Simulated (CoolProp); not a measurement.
Aqueous potassium acetate as a coolant, at 38 °C, 1 atm.

The numbers come from the Melinder's fits for secondary coolants in CoolProp.

```tsv
mass %	freezing point (°C)	cp (kJ/(kg K))	density (kg/m³)	Prandtl number	conductivity (W/(m K))
2.5	-0.9	4.087	1009	4.75	0.618
7	-3.0	3.932	1031	5.27	0.602
11.5	-5.4	3.788	1052	5.87	0.586
15.9	-8.1	3.656	1073	6.54	0.571
20.4	-11.5	3.528	1096	7.31	0.555
24.9	-16.1	3.404	1121	8.24	0.540
29.4	-22.2	3.284	1146	9.39	0.525
33.9	-29.8	3.166	1171	10.9	0.510
```
